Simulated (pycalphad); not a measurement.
An equivalent pycalphad script:

```python
from pycalphad import Database, equilibrium, calculate, variables as v
import numpy as np
db = Database('COST507.tdb')
comps = ['SI', 'AL', 'VA']
phases = ['DIAMOND_A4', 'FCC_A1', 'LIQUID']
eq = equilibrium(db, comps, phases, {v.X('AL'): 0.16, v.T: np.arange(2350, 499, -100), v.P: 101325, v.N: 1}, output=['HM', 'SM'])
```

CALPHAD calculation (pycalphad, COST 507 light-alloy database (1999)), 1 atm. These are 1990s assessments: newer ones move some temperatures and phases. Amounts are mole fractions of atoms.

Results at three of the temperatures:

```
T = 2250.00 K, P = 101325 Pa, N = 1 mol of atoms
G = -136948 J/mol, H = 95553 J/mol, S = 103.33 J/(mol K)  (SER reference)
chemical potentials (J/mol): Si -125504, Al -197031
phase             fraction      x(Si)      x(Al)
LIQUID              1.0000     0.8400     0.1600
```

```
T = 1950.00 K, P = 101325 Pa, N = 1 mol of atoms
G = -106533 J/mol, H = 87176 J/mol, S = 99.34 J/(mol K)  (SER reference)
chemical potentials (J/mol): Si -95787, Al -162949
phase             fraction      x(Si)      x(Al)
LIQUID              1.0000     0.8400     0.1600
```

```
T = 1350.00 K, P = 101325 Pa, N = 1 mol of atoms
G = -53828 J/mol, H = 36575 J/mol, S = 66.97 J/(mol K)  (SER reference)
chemical potentials (J/mol): Si -48425, Al -82193
phase             fraction      x(Si)      x(Al)
DIAMOND_A4          0.6707     0.9999   7.75e-05
LIQUID              0.3293     0.5142     0.4858
```

Changes of the phase set, refined by bisection:

| T (°C) | phases above | phases below |
|---|---|---|
| 1332.5 | liquid | diamond (Si) + liquid |
| 577.0 | diamond (Si) + liquid | diamond (Si) + fcc |

DIAMOND_A4 is diamond (Si).
